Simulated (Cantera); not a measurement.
A closed system holds: 1 mol Ca(OH)₂, 0.046 mol C, 0.25 mol O₂, 0.051 mol CO₂, held at 1.00 Torr.

Equilibrium computed with Cantera from the NASA thermochemical tables; the gas is ideal and each condensed phase is pure. Candidate condensed phases: C, C₆H₆, C₇H₈, C₈H₁₈, Ca, CaCO₃, CaO, Ca(OH)₂, H₂O; 115 gas species. Rates play no part.

Which condensed phases are stable at each of these points (T (K)): 625, 725, 825, 925, 1025, 1125, 1225, 1325, 1425, 1525, 1625?


```tsv
T (K)	condensed phases	Ca condensed (%)
625	CaCO₃(calcite) + CaO(s)	100.0
725	CaCO₃(calcite) + CaO(s)	100.0
825	CaO(s)	100.0
925	CaO(s)	100.0
1025	CaO(s)	100.0
1125	CaO(s)	100.0
1225	CaO(s)	100.0
1325	CaO(s)	100.0
1425	CaO(s)	100.0
1525	CaO(s)	100.0
1625	CaO(s)	100.0
```

From 625 K to 725 K the condensed part is CaCO₃(calcite) + CaO(s). From 825 K to 1625 K the condensed part is CaO(s).
